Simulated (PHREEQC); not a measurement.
A PHREEQC input (ion-association model, phreeqc.dat):

```
SOLUTION 1
  temp 20
  units mg/kgw
  pH 6.06
  pe 11
  Na 0.265
  K 0.0812
  Ca 0.249
  Mg 0.139
  Cl 0.516
  S(6) 0.0431 as SO4
  Alkalinity 1.34 as HCO3
  Br 0.0323
  Cu(2) 0.0441
  Pb 0.0595
END
USE solution 8
EQUILIBRIUM_PHASES 1
  Quartz 0 0.5
  CO2(g) -2.5 10
END
```

It stops with these messages:

```
ERROR: Solution 8 not found.
```

The fault: USE names a solution that was never defined. The line should read `USE solution 1` where the input has `USE solution 8`. With the mend the run ends at pH 5.67 and ionic strength 5.41e-5 mol/kgw.
